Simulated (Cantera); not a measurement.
An adiabatic, constant-volume homogeneous reactor starts with H₂ : O₂ : N₂ = 1 : 0.238 : 0.895 (molar parts), at 1075 K and 488 Torr. Integrator tolerance rtol = 1e-08.

Model: GRI-Mech 3.0 (53 species, 325 reactions), integrated in Cantera.

Question: What does this change do: initial temperature 1075 to 1700 K?

Answer: 
| quantity | before | after |
|---|---|---|
| time of steepest temperature rise | 0.174 ms | 12.1 µs |
| temperature at 1.00 s | 2768 K | 2931 K |
| equilibrium temperature | 2768 K | 2931 K |
| x(H₂) at 1.00 s | 0.261 (gas-phase equilibrium 0.261) | 0.248 (gas-phase equilibrium 0.248) |
| x(O₂) at 1.00 s | 0.000203 (gas-phase equilibrium 0.000203) | 0.000923 (gas-phase equilibrium 0.000923) |
| x(NO₂) at 1.00 s | 2.22e-8 (gas-phase equilibrium 2.22e-8) | 9.06e-8 (gas-phase equilibrium 9.06e-8) |
| x(OH) at 1.00 s | 0.00755 (gas-phase equilibrium 0.00755) | 0.0171 (gas-phase equilibrium 0.0171) |
| x(NO) at 1.00 s | 0.000841 (gas-phase equilibrium 0.000841) | 0.00220 (gas-phase equilibrium 0.00220) |
| x(H) at 1.00 s | 0.0306 (gas-phase equilibrium 0.0306) | 0.0626 (gas-phase equilibrium 0.0626) |
| x(N₂O) at 1.00 s | 4.44e-8 (gas-phase equilibrium 4.44e-8) | 9.59e-8 (gas-phase equilibrium 9.59e-8) |

Question: What does this change do: pressure from 488 Torr to 16500 Torr?

Answer: 
```csv
quantity,before,after
time of steepest temperature rise,0.174 ms,0.843 ms
temperature at 1.00 s,2768 K,2961 K
equilibrium temperature,2768 K,2961 K
x(H₂) at 1.00 s,0.261 (gas-phase equilibrium 0.261),0.272 (gas-phase equilibrium 0.272)
x(O₂) at 1.00 s,0.000203 (gas-phase equilibrium 0.000203),2.36e-5 (gas-phase equilibrium 2.36e-5)
x(NO₂) at 1.00 s,2.22e-8 (gas-phase equilibrium 2.22e-8),1.73e-8 (gas-phase equilibrium 1.73e-8)
x(OH) at 1.00 s,0.00755 (gas-phase equilibrium 0.00755),0.00290 (gas-phase equilibrium 0.00290)
x(NO) at 1.00 s,0.000841 (gas-phase equilibrium 0.000841),0.000373 (gas-phase equilibrium 0.000373)
x(H) at 1.00 s,0.0306 (gas-phase equilibrium 0.0306),0.00996 (gas-phase equilibrium 0.00996)
x(N₂O) at 1.00 s,4.44e-8 (gas-phase equilibrium 4.44e-8),1.20e-7 (gas-phase equilibrium 1.20e-7)
```
The hydrogen kinetics of GRI-Mech 3.0 are dated; newer H2 mechanisms differ, most at raised pressure. The pressure lies above the range GRI-Mech 3.0 was tuned for (to about 10 atm).
